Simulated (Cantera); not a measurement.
A freely propagating, adiabatic, planar premixed flame of H2 : O2 : N2 = 1 : 0.208 : 0.854 (molar parts), unburnt at 500 K and 3750 Torr; multicomponent+Soret transport, grid criteria slope 0.08 and curve 0.16, no radiation.

Cantera simulation using the H2/O2 subset of GRI-Mech 3.0, which has no nitrogen chemistry; the numbers are that mechanism's predictions, not measurements. The hydrogen kinetics of GRI-Mech 3.0 are dated; newer H2 mechanisms differ, most at raised pressure. Burning velocities carry a grid error of a few per cent, more on coarse grids.

Problem. Predict: laminar burning velocity; thermal thickness; peak x(H2O2); peak x(H); peak x(HO2); peak x(OH).

Solution. 
```
Property                      Value
------------------------  ---------
laminar burning velocity   524 cm/s
thermal thickness         0.0552 mm
peak x(H2O2)                6.79e-5
peak x(H)                    0.0399
peak x(HO2)                0.000878
peak x(OH)                  0.00194
```
